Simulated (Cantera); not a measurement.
Cantera run, input and output.

```python
import numpy as np
import cantera as ct

gas = ct.Solution("h2o2.yaml")
gas.TPX = 950, 13332, {'H2': 1.8, 'O2': 1, 'N2': 4.4}
inlet = ct.Reservoir(gas, clone=True)

reactor = ct.IdealGasConstPressureReactor(gas, energy="off", clone=False)
exhaust = ct.Reservoir(gas, clone=True)
tau = [2.1, 0.83, 0.32, 0.13, 0.049, 0.019, 0.0074, 0.0029, 0.0011, 0.00044][0]
for a, b in ((inlet, reactor), (reactor, exhaust)):
    ct.MassFlowController(a, b, mdot=lambda t: reactor.mass / tau)
net = ct.ReactorNet([reactor])
show = ['H2', 'O2', 'H2O', 'O', 'HO2', 'OH']

rows = []
print(f"{'tau/s':>10s}{'T/K':>9s}" + "".join(f"{s:>11s}" for s in show))
for tau in [2.1, 0.83, 0.32, 0.13, 0.049, 0.019, 0.0074, 0.0029, 0.0011, 0.00044]:
    net.initial_time = 0.0
    net.advance(30 * tau)
    before = gas.X
    net.advance(40 * tau)
    drift = np.max(np.abs(gas.X - before) / (gas.X + 1e-9))
    rows.append([gas.T, *gas[show].X, drift])
    print(f"{tau:10.3e}{gas.T:9.1f}" + "".join(f"{x:11.3e}" for x in gas[show].X))
```

It prints:

```
     tau/s      T/K         H2         O2        H2O          O        HO2         OH
 2.100e+00    950.0  1.906e-03  1.680e-02  2.835e-01  2.642e-05  5.365e-06  5.350e-05
 8.300e-01    950.0  3.207e-03  1.744e-02  2.819e-01  4.959e-05  5.978e-06  7.839e-05
 3.200e-01    950.0  5.428e-03  1.855e-02  2.792e-01  9.136e-05  6.647e-06  1.156e-04
 1.300e-01    950.0  8.821e-03  2.029e-02  2.749e-01  1.581e-04  7.419e-06  1.665e-04
 4.900e-02    950.0  1.471e-02  2.336e-02  2.673e-01  2.790e-04  8.558e-06  2.462e-04
 1.900e-02    950.0  2.376e-02  2.817e-02  2.554e-01  4.728e-04  1.013e-05  3.572e-04
 7.400e-03    950.0  3.758e-02  3.564e-02  2.369e-01  7.808e-04  1.226e-05  5.117e-04
 2.900e-03    950.0  5.790e-02  4.674e-02  2.093e-01  1.248e-03  1.486e-05  7.159e-04
 1.100e-03    950.0  8.817e-02  6.328e-02  1.684e-01  1.919e-03  1.757e-05  9.601e-04
 4.400e-04    950.0  1.285e-01  8.461e-02  1.166e-01  2.538e-03  1.910e-05  1.113e-03
```

Detailed kinetics in Cantera: the H2/O2 subset of GRI-Mech 3.0, which has no nitrogen chemistry. Radical loss at walls, strong at low pressure, is not modelled. The temperature is held fixed by assumption; the heat of reaction is taken as removed at once.
